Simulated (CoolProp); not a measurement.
Properties of decamethylcyclopentasiloxane (D5) along the isotherm 346.85 °C.

Computed with CoolProp (reference Helmholtz-energy equation of state, Thol 2019).

```tsv
p (MPa)	phase	density (kg/m³)	Joule-Thomson coefficient (K/MPa)	fugacity coefficient
0.449	gas	38.69	11.97	0.8560
0.898	gas	108.7	22.22	0.7143
1.35	supercritical	463.9	5.719	0.5486
1.8	supercritical	509.7	(withheld)	(withheld)
2.25	supercritical	534.6	1.594	0.3741
2.69	supercritical	551.9	1.143	0.3317
3.14	supercritical	565.8	0.8607	0.3011
3.59	supercritical	577.3	0.6687	0.2787
4.04	supercritical	587.2	0.5288	0.2618
4.49	supercritical	595.8	0.4220	0.2488
4.94	supercritical	603.5	(withheld)	0.2387
5.39	supercritical	610.5	0.2686	0.2307
```

Task: What belongs in the gaps?

Result: 
- 1.8, Joule-Thomson coefficient (K/MPa): 2.516
- 1.8, fugacity coefficient: 0.4396
- 4.94, Joule-Thomson coefficient (K/MPa): 0.3374
